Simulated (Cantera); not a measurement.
Input: 1 mol HCl, 1.4 mol O₂, 0.084 mol H₂, held at 2625 K and 81000 Pa.

These are equilibrium values from Cantera (NASA tables, ideal gas, pure condensed phases), not measurements of a reactor. Candidate condensed phases: H₂O; 14 gas species. Rates play no part.

Question: What is the equilibrium state?

Answer: 
```json
{
  "x(O₂)": "0.464",
  "x(HCl)": "0.213",
  "x(Cl)": "0.168",
  "x(H₂O)": "0.102",
  "x(OH)": "0.0272",
  "x(O)": "0.0197",
  "x(H)": "0.00198",
  "x(H₂)": "0.00176",
  "x(Cl₂)": "0.00109",
  "gas_amount": "2.598 mol"
}
```
